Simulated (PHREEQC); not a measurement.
A solution holds 0.00099 mol Na2SO4, 0.0023 mol TMAH and 0.07 mol Na2CO3 per kg of water, at 25 °C. Closed to the air; pH follows from the charge balance.

Model: ion-association model, wateq4f.dat, run in PHREEQC.

```
Quantity                  Value
----------------  -------------
pH                        11.44
ionic strength    0.157 mol/kgw
total alkalinity     142 meq/kg
```

```csv
species,molality,activity,log γ
Na+,0.113,0.0858,-0.121
CO3-2,0.0402,0.0135,-0.475
NaCO3-,0.0283,0.0216,-0.119
OH-,0.00374,0.00272,-0.139
(CH3)4N+,0.00230,0.00169,-0.133
HCO3-,0.00139,0.00106,-0.119
SO4-2,0.000839,0.000268,-0.496
NaSO4-,0.000151,0.000115,-0.119
NaHCO3,4.92e-5,5.10e-5,0.016
CO2,8.45e-9,8.76e-9,0.016
```

Precipitation was switched off in this run. (CH3)4N+ isn't in the database: it is added as a free cation with an ion size of 4 Å.
